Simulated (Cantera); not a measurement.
An isothermal plug-flow reactor at 1248 K and 0.260 bar (inlet), inlet velocity 3.3 m/s, active area per volume 3300 1/m; feed 0.470 % CH₄, 1.85 % O₂, 97.7 % N₂.

Detailed kinetics in Cantera: Deutschmann's 1995 Pt surface mechanism with GRI-Mech 3.0 gas chemistry. Catalytic surfaces can have several steady states; this one follows from the mechanism file's or the stated starting coverage. Mass transfer to the wall is taken as infinitely fast.

One state of this run: x CH₄ = 0.00211; x O₂ = 0.0134; x H₂O = 0.00516; x CO₂ = 0.00257; x CO = 7.21e-6; θ free Pt = 0.714; θ O* = 0.286. x: gas mole fraction; θ: surface coverage.

Question: Which value of z (m) does it belong to?
A) 0.00025
B) 0.0025
C) 0.00055
D) 5.5e-05

Answer: C, 0.00055
